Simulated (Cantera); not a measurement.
Input: 1 mol SiHCl₃, 0.5 mol C₃H₈, 1.2 mol H₂, at 998 K and 0.420 bar.

Method: chemical equilibrium by Gibbs-energy minimisation in Cantera with the NASA 1993 tables (ideal gas, pure condensed phases). Candidate condensed phases: C, C₆H₆, C₇H₈, C₈H₁₈, Si, SiC; 109 gas species. The tables' values for SiCl₃ are old estimates; treat these amounts as uncertain. The numbers say what is thermodynamically allowed, not how fast it happens.

### Question
What is the equilibrium state?

### Answer
| Quantity | Value |
|---|---|
| x(H₂) | 0.734 |
| x(SiCl₄) | 0.138 |
| x(HCl) | 0.0981 |
| x(CH₄) | 0.0221 |
| x(SiHCl₃) | 0.00717 |
| x(SiCl₃) | 0.000219 |
| x(SiH₂Cl₂) | 4.00e-5 |
| x(SiCl₂) | 8.50e-6 |
| n(C(graphite)) | 1.05 mol |
| n(SiC(s)) | 0.351 mol |
| gas amount | 4.453 mol |
| log10 activity of Si(s) (absent) | -3.42 |
